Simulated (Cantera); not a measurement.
An isothermal plug-flow reactor at 825 K and 5.00 bar (inlet), inlet velocity 0.12 m/s, active area per volume 160 1/m; feed 2.32 % CO, 12.6 % O₂, 83.2 % N₂, 1.79 % H₂O, equivalence ratio 0.092.

Computed with Cantera and Deutschmann's 1995 Pt surface mechanism with GRI-Mech 3.0 gas chemistry. Catalytic surfaces can have several steady states; this one follows from the mechanism file's or the stated starting coverage. Mass transfer to the wall is taken as infinitely fast.

x: gas mole fraction; θ: surface coverage.

```json
[
 {"z (m)": "0.00015", "x CO": "0.0200", "x O₂": "0.125", "x H₂O": "0.0179", "x CO₂": "0.00326", "θ free Pt": "0.0901", "θ O*": "0.0242", "θ OH*": "?", "θ CO*": "0.884"},
 {"z (m)": "0.00024", "x CO": "0.0177", "x O₂": "0.124", "x H₂O": "0.0180", "x CO₂": "0.00559", "θ free Pt": "0.0980", "θ O*": "0.0289", "θ OH*": "?", "θ CO*": "0.872"},
 {"z (m)": "0.00041", "x CO": "0.0114", "x O₂": "0.121", "x H₂O": "0.0180", "x CO₂": "0.0120", "θ free Pt": "0.139", "θ O*": "0.0626", "θ OH*": "?", "θ CO*": "0.795"},
 {"z (m)": "0.00068", "x CO": "0.00498", "x O₂": "0.118", "x H₂O": "0.0181", "x CO₂": "0.0184", "θ free Pt": "0.0420", "θ O*": "0.949", "θ OH*": "?", "θ CO*": "0.00357"},
 {"z (m)": "0.0011", "x CO": "0.00387", "x O₂": "0.118", "x H₂O": "0.0181", "x CO₂": "0.0195", "θ free Pt": "0.0339", "θ O*": "0.959", "θ OH*": "0.00509", "θ CO*": "0.00179"},
 {"z (m)": "0.0019", "x CO": "0.00276", "x O₂": "0.117", "x H₂O": "0.0181", "x CO₂": "0.0207", "θ free Pt": "0.0293", "θ O*": "0.965", "θ OH*": "0.00475", "θ CO*": "0.000951"},
 {"z (m)": "0.0032", "x CO": "0.00178", "x O₂": "0.117", "x H₂O": "0.0181", "x CO₂": "0.0217", "θ free Pt": "0.0266", "θ O*": "0.968", "θ OH*": "0.00453", "θ CO*": "0.000504"},
 {"z (m)": "0.0053", "x CO": "0.000978", "x O₂": "0.117", "x H₂O": "0.0181", "x CO₂": "0.0225", "θ free Pt": "0.0249", "θ O*": "0.970", "θ OH*": "0.00439", "θ CO*": "0.000241"},
 {"z (m)": "0.0088", "x CO": "0.000398", "x O₂": "0.116", "x H₂O": "0.0181", "x CO₂": "0.0231", "θ free Pt": "0.0238", "θ O*": "0.972", "θ OH*": "0.00430", "θ CO*": "9.00e-5"},
 {"z (m)": "0.015", "x CO": "8.90e-5", "x O₂": "0.116", "x H₂O": "0.0181", "x CO₂": "0.0234", "θ free Pt": "0.0233", "θ O*": "0.972", "θ OH*": "0.00425", "θ CO*": "1.93e-5"}
]
```

Q: Some entries are withheld; supply them.

A: 
- 0.00015, θ OH*: 0.00131
- 0.00024, θ OH*: 0.00150
- 0.00041, θ OH*: 0.00263
- 0.00068, θ OH*: 0.00563
